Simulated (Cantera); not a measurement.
Charge: 1 mol AlCl3, 4.3 mol O2, 14 mol N2, equilibrated at 70.0 Pa.

Equilibrium computed with Cantera from the NASA thermochemical tables; the gas is ideal and each condensed phase is pure. Candidate condensed phases: Al, AlCl3, AlN, Al2O3; 24 gas species. Condensed phases not in the tables: AlOCl. Equilibrium is a limit: real reactors are often held back by kinetics, nucleation or transport.

x: gas mole fraction; n: condensed amount in mol.

```
T (°C)   x N2   x O2     x Cl     x Cl2      x NO       x O    x ClO  n Al2O3(s)
------  -----  -----  -------  --------  --------  --------  -------  ----------
400     0.735  0.186  3.00e-6    0.0787   1.36e-7    <1e-12  7.72e-9       0.500
600     0.735  0.186        …    0.0785         …         …        …       0.500
800     0.731  0.185   0.0110    0.0728   5.98e-5   2.02e-8  6.45e-6       0.500
1000    0.708  0.179   0.0728    0.0394  0.000290   1.72e-6  2.81e-5       0.500
1200    0.685  0.173    0.136         …         …         …        …       0.500
1400    0.680  0.171    0.145  0.000532   0.00219  0.000523  3.20e-5       0.500
1600    0.678  0.168    0.146   7.67e-5   0.00438   0.00367  2.64e-5       0.500
```

Question: Complete the blanks.

Answer: 
- 600, x Cl: 0.000469
- 600, x NO: 5.75e-6
- 600, x O: 3.10e-11
- 600, x ClO: 4.93e-7
- 1200, x Cl2: 0.00548
- 1200, x NO: 0.000905
- 1200, x O: 4.39e-5
- 1200, x ClO: 3.81e-5
